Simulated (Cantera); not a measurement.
A closed system holds: 1 mol CH₄, 1.7 mol NH₃, at 0.0133 bar.

Cantera equilibrium calculation (NASA polynomials, part measured and part estimated; ideal gas, pure solids and liquids). Candidate condensed phases: C, C₆H₆, C₇H₈, C₈H₁₈; 92 gas species. Rates play no part. All values below are at 1748 K.

Base state: H₂ 0.840, N₂ 0.156, H 0.00181, HCN 0.00171, C₂H₂ (acetylene) 9.48e-5, HNC 5.77e-5 (mole fractions); condensed: C(graphite).

What changes in the equilibrium state with this change: NH₃ from 1.7 to 0.18 mol?


| species | before | after |
|---|---|---|
| H₂ | 0.840 | 0.959 |
| N₂ | 0.156 | 0.0376 |
| H | 0.00181 | 0.00194 |
| HCN | 0.00171 | 0.000899 |
| HNC | 5.77e-5 | 3.02e-5 |
| CH₄ | 8.65e-6 | 1.13e-5 |
| C₂H₂ (acetylene) | 9.48e-5 | 0.000108 |
| C(graphite), mol | 0.989 | 0.997 |

What changes in the equilibrium state with this change: pressure from 0.0133 bar to 0.390 bar?


```csv
species,before,after
H₂,0.840,0.841
N₂,0.156,0.157
HCN,0.00171,0.00172
H,0.00181,0.000336
CH₄,8.65e-6,0.000254
C₂H₂ (acetylene),9.48e-5,9.50e-5
HNC,5.77e-5,5.77e-5
"C(graphite), mol",0.989,0.988
```
